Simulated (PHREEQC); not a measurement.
Make-up at 25 °C: 0.0031 mol H2SO4 and 0.2 mol CuCl2 per kg of water. It is in equilibrium with CO2 at log p = -1 (atm). Otherwise closed; pH follows from the charge balance.

All values are PHREEQC results (ion-association model, phreeqc.dat), not measurements.

The ionic strength comes out as 0.519 mol/kgw. What activity coefficients do HSO4-, Cl-, Cu+2, CuHCO3+, CuCl+ get?

HSO4- 0.73, Cl- 0.65, Cu+2 0.25, CuHCO3+ 0.73, CuCl+ 0.65.

Precipitation was switched off in this run.
